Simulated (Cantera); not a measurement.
A closed system holds: 1 mol Si, 1.8 mol Cl₂, 25 mol H₂, held at 475 K and 10000 Pa.

These are equilibrium values from Cantera (NASA tables, ideal gas, pure condensed phases), not measurements of a reactor. Candidate condensed phases: Si; 19 gas species. Kinetics and transport are ignored.

Task: What is the equilibrium state?

Result: 
```json
{
  "x(H₂)": "0.961",
  "x(SiCl₄)": "0.0242",
  "x(SiHCl₃)": "0.0141",
  "x(SiH₂Cl₂)": "0.000252",
  "x(HCl)": "1.06e-6",
  "n(Si(s))": "0.00564 mol",
  "gas_amount": "25.81 mol"
}
```
